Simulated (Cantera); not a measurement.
Input: 1 mol Al, 4.4 mol HCl, 0.57 mol Cl₂, at 852 °C and 1.70 Pa.

Method: chemical equilibrium by Gibbs-energy minimisation in Cantera with the NASA 1993 tables (ideal gas, pure condensed phases). Candidate condensed phases: Al, AlCl₃; 12 gas species. The tables' values for AlCl₂ are old estimates; treat these amounts as uncertain. The numbers say what is thermodynamically allowed, not how fast it happens.

Base state: HCl 0.569, AlCl₃ 0.223, H₂ 0.208, AlCl₂ 0.000399, AlCl 3.72e-5, Cl 1.19e-5 (mole fractions); condensed: gas only.

Q: What changes in the equilibrium state with this change: pressure from 1.70 Pa to 1.00 bar?

A: 
| species | before | after |
|---|---|---|
| HCl | 0.569 | 0.569 |
| AlCl₃ | 0.223 | 0.222 |
| H₂ | 0.208 | 0.208 |
| Al₂Cl₆ | 1.83e-8 | 0.00107 |
| AlCl | 3.72e-5 | <1e-9 |
| AlCl₂ | 0.000399 | 1.64e-6 |

Q: What changes in the equilibrium state with this change: temperature from 852 °C to 1027 °C?

A: 
| species | before | after |
|---|---|---|
| HCl | 0.569 | 0.579 |
| AlCl₃ | 0.223 | 0.211 |
| H₂ | 0.208 | 0.199 |
| AlCl | 3.72e-5 | 0.00420 |
| Cl | 1.19e-5 | 0.000294 |
| H | 4.91e-6 | 0.000120 |
| AlCl₂ | 0.000399 | 0.00690 |
